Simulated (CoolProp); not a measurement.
A simple Rankine cycle with R21: condensing at 290.15 K, boiler at 0.741 MPa, turbine inlet 387 K, turbine efficiency 0.85, pump efficiency 0.8, no recuperator. Each further row changes one setting.

Computed with CoolProp (reference Helmholtz-energy equation of state, Platzer 1990). This equation is an older, rougher fit; its heat capacities, sound speeds and derivatives of the liquid may be far off and weren't checked against measurements.

| case | thermal efficiency (%) | net work (kJ/kg) | heat in (kJ/kg) | turbine exit temperature (K) | volume ratio over the turbine |
|---|---|---|---|---|---|
| as stated | 12.8 | 37.1 | 290 | 317.8 | 4.70 |
| turbine inlet 407 K | [?] | 39.7 | 304 | 336.9 | 4.69 |
| condensing temperature 282.15 K | [?] | 43.1 | 298 | 307.0 | [?] |
| boiler pressure 0.519 MPa | [?] | 30.6 | [?] | 333.0 | 3.36 |
| turbine efficiency 0.75 | 11.3 | 32.7 | 290 | 324.7 | [?] |

Q: Fill in the missing entries.

A: 
- turbine inlet 407 K, thermal efficiency (%): 13.0
- condensing temperature 282.15 K, thermal efficiency (%): 14.5
- condensing temperature 282.15 K, volume ratio over the turbine: 6.16
- boiler pressure 0.519 MPa, thermal efficiency (%): 10.5
- boiler pressure 0.519 MPa, heat in (kJ/kg): 293
- turbine efficiency 0.75, volume ratio over the turbine: 4.82
